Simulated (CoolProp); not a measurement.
Propane at several states: fugacity coefficient from the reference equation and from simpler models built on Tc = 369.9 K, pc = 4.251 MPa, ω = 0.152; each cubic takes its own stable root.

Computed with CoolProp (reference Helmholtz-energy equation of state, Lemmon 2009).

```
T (K)  p (MPa)   phase  reference  van der Waals  Redlich-Kwong  Soave-Redlich-Kwong  Peng-Robinson
-----  -------  ------  ---------  -------------  -------------  -------------------  -------------
127.3    0.366  liquid   3.135e-5        0.01596       2.379e-5             3.025e-5       3.950e-5
99      0.0292  liquid   6.465e-7        0.01208       1.442e-7             6.500e-7       1.077e-6
314.4    0.242     gas     0.9678         0.9752         0.9694               0.9684         0.9659
```
